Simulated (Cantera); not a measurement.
Input: 1 mol AlCl₃, 0.88 mol H₂O, 18 mol H₂, 3.9 mol N₂O, equilibrated at 0.100 bar.

Cantera equilibrium calculation (NASA polynomials, part measured and part estimated; ideal gas, pure solids and liquids). Candidate condensed phases: Al, AlCl₃, AlN, Al₂O₃, H₂O, NH₄Cl; 45 gas species. Gases not in the tables: Al(OH)₃. Equilibrium is a limit: real reactors are often held back by kinetics, nucleation or transport. All values below are at 1650 °C.

Base state: H₂ 0.579, N₂ 0.160, H₂O 0.135, HCl 0.123, H 0.00227, Cl 0.000362, OH 4.55e-5 (mole fractions); condensed: Al₂O₃(s).

**Question.** What changes in the equilibrium state with this change: pressure from 0.100 bar to 2.00 mbar?

**Answer.** 
```json
[
 {"species": "H₂", "before": "0.579", "after": "0.569"},
 {"species": "N₂", "before": "0.160", "after": "0.159"},
 {"species": "H₂O", "before": "0.135", "after": "0.134"},
 {"species": "H", "before": "0.00227", "after": "0.0159"},
 {"species": "HCl", "before": "0.123", "after": "0.120"},
 {"species": "AlCl", "before": "1.87e-6", "after": "1.28e-5"},
 {"species": "OH", "before": "4.55e-5", "after": "0.000321"},
 {"species": "Cl", "before": "0.000362", "after": "0.00252"},
 {"species": "Al₂O₃(s), mol", "before": "0.500", "after": "0.500"}
]
```
